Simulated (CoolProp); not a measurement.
A simple Rankine cycle with propylene: condensing at 301.15 K, boiler at 2.81 MPa, turbine inlet 340.5 K, turbine efficiency 0.9, pump efficiency 0.7, no recuperator. Each further row changes one setting.

Model: reference Helmholtz-energy equation of state, Lemmon 2013, in CoolProp.

```tsv
case	thermal efficiency (%)	net work (kJ/kg)	heat in (kJ/kg)	turbine exit temperature (K)	volume ratio over the turbine
as stated	8.1	28.0	345	301.1	___
turbine inlet 360.5 K	8.5	___	399	319.4	2.29
condensing temperature 293.15 K	9.7	___	366	293.2	2.95
boiler pressure 1.97 MPa	5.1	19.7	382	318.3	1.59
turbine efficiency 0.8	___	24.4	345	301.1	2.44
```

Problem. Fill in the missing entries.

Solution. 
- as stated, volume ratio over the turbine: 2.41
- turbine inlet 360.5 K, net work (kJ/kg): 34.0
- condensing temperature 293.15 K, net work (kJ/kg): 35.7
- turbine efficiency 0.8, thermal efficiency (%): 7.1

The expansion ends wet for: as stated; condensing temperature 293.15 K; turbine efficiency 0.8.
